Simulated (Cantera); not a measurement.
An isothermal, constant-pressure homogeneous reactor starts with 45.5 % CH4, 54.5 % N2, at 1675 K and 0.0533 atm.

Model: GRI-Mech 3.0 (53 species, 325 reactions), integrated in Cantera. GRI-Mech 3.0 stops at C3 and has no aromatics, soot or wall deposition, so with more carbon than oxygen in the feed, carbon stays in small species such as C2H2 where larger ones or solid carbon would form.

x: mole fraction; the columns are a selection and need not sum to one.

| t (s) | x CH4 | x C2H6 | x CH3 | x H | x C2H2 | x C2H4 |
|---|---|---|---|---|---|---|
| 0.000300 | 0.454 | 3.36e-7 | 0.000189 | 4.46e-7 | 1.87e-9 | 7.39e-7 |
| 0.000756 | 0.454 | 4.45e-6 | 0.000470 | 5.70e-7 | 8.72e-8 | 1.23e-5 |
| 0.00191 | 0.453 | 4.49e-5 | 0.00111 | 1.31e-6 | 4.08e-6 | 0.000184 |
| 0.00481 | 0.445 | 0.000278 | 0.00237 | 5.77e-6 | 0.000188 | 0.00223 |
| 0.0121 | 0.396 | 0.000691 | 0.00361 | 3.26e-5 | 0.00627 | 0.0141 |
| 0.0306 | 0.279 | 0.000345 | 0.00261 | 8.67e-5 | 0.0481 | 0.0130 |
| 0.0771 | 0.169 | 0.000120 | 0.00159 | 0.000140 | 0.0945 | 0.00357 |
| 0.194 | ___ | ___ | ___ | ___ | ___ | ___ |
| 0.490 | 0.0324 | 6.20e-6 | 0.000396 | 0.000264 | 0.145 | 0.000341 |
| 1.24 | ___ | ___ | ___ | 0.000316 | 0.152 | 0.000239 |
| 3.12 | 0.00371 | 1.11e-7 | 5.47e-5 | 0.000338 | 0.155 | 0.000231 |
| 7.86 | 0.00159 | 2.60e-8 | 2.37e-5 | 0.000343 | 0.155 | 0.000231 |
| 19.8 | 0.00110 | 1.58e-8 | 1.64e-5 | 0.000344 | 0.156 | 0.000231 |
| 50.0 | 0.00107 | 1.53e-8 | 1.59e-5 | 0.000344 | 0.156 | 0.000231 |

What belongs in the gaps?


- 0.194, x CH4: 0.0833
- 0.194, x C2H6: 3.31e-5
- 0.194, x CH3: 0.000871
- 0.194, x H: 0.000199
- 0.194, x C2H2: 0.126
- 0.194, x C2H4: 0.000979
- 1.24, x CH4: 0.0107
- 1.24, x C2H6: 8.28e-7
- 1.24, x CH3: 0.000150
